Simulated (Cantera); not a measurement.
What does this Cantera script print?

```python
import numpy as np
import cantera as ct

surf = ct.Interface("diamond.yaml", "diamond_100")
gas, bulk = surf.adjacent["gas"], surf.adjacent["diamond"]
k = surf.kinetics_species_index(bulk.species_names[0])
cover = ["c6HH", "c6H*", "c6*H", "c6**", "c6HM", "c6B"]

rows, drift = [], 0.0
print(f"{'P':>10s}{'um/h':>11s}" + "".join(f"{s:>11s}" for s in cover))
for v in [560, 930, 1500, 2500, 4100, 6800, 11000, 19000]:
    T, P, xH, xCH3 = 1098, v, 0.00024, 1e-05
    gas.TPX = T, P, {"H": xH, "CH3": xCH3, "CH4": 0.02, "H2": 1 - xH - xCH3 - 0.02}
    surf.TP = bulk.TP = T, P
    surf.coverages = "c6H*:0.1, c6HH:0.9"
    surf.advance_coverages(100.0)
    before = surf.coverages
    surf.advance_coverages(100.0)
    drift = max(drift, np.max(np.abs(surf.coverages - before) / (surf.coverages + 1e-9)))
    rate = surf.net_production_rates[k] * bulk.mean_molecular_weight / bulk.density * 3.6e9
    rows.append([rate, *surf[cover].coverages])
    print(f"{v:10.4g}{rate:11.4e}" + "".join(f"{x:11.3e}" for x in rows[-1][1:]))
```

Result:

```
         P       um/h       c6HH       c6H*       c6*H       c6**       c6HM        c6B
       560 1.4922e-03  5.552e-01  2.566e-02  4.086e-01  1.005e-02  1.808e-04  4.049e-12
       930 3.0188e-03  5.551e-01  2.566e-02  4.085e-01  1.005e-02  2.979e-04  8.192e-12
      1500 6.1627e-03  5.550e-01  2.565e-02  4.084e-01  1.005e-02  4.737e-04  1.672e-11
      2500 1.3883e-02  5.548e-01  2.564e-02  4.082e-01  1.004e-02  7.697e-04  3.767e-11
      4100 3.1622e-02  5.544e-01  2.562e-02  4.079e-01  1.004e-02  1.213e-03  8.581e-11
      6800 7.4747e-02  5.539e-01  2.560e-02  4.075e-01  1.003e-02  1.887e-03  2.028e-10
   1.1e+04 1.6886e-01  5.531e-01  2.556e-02  4.069e-01  1.001e-02  2.782e-03  4.582e-10
   1.9e+04 4.1469e-01  5.521e-01  2.551e-02  4.061e-01  9.992e-03  4.113e-03  1.125e-09
```

Detailed kinetics in Cantera: the Harris–Goodwin 1993 mechanism for the reconstructed diamond (100) surface.
